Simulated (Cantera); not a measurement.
A closed system holds: 1 mol SiHCl3, 16 mol NH3, 1.6 mol H2, held at 898 K and 0.180 bar.

These are equilibrium values from Cantera (NASA tables, ideal gas, pure condensed phases), not measurements of a reactor. Candidate condensed phases: NH4Cl, Si, Si3N4; 28 gas species. The numbers say what is thermodynamically allowed, not how fast it happens.

Base state: H2 0.704, N2 0.210, HCl 0.0856, SiCl4 8.23e-5, NH3 6.00e-5 (mole fractions); condensed: Si3N4(s).

Q: What changes in the equilibrium state with this change: SiHCl3 replaced by trisilylamine?

A: 
| species | before | after |
|---|---|---|
| H2 | 0.704 | 0.822 |
| N2 | 0.210 | 0.178 |
| NH3 | 6.00e-5 | 6.96e-5 |
| HCl | 0.0856 | 0 |
| SiCl4 | 8.23e-5 | 0 |
| Si3N4(s), mol | 0.332 | 1.00 |
The feed counts by its element totals alone.
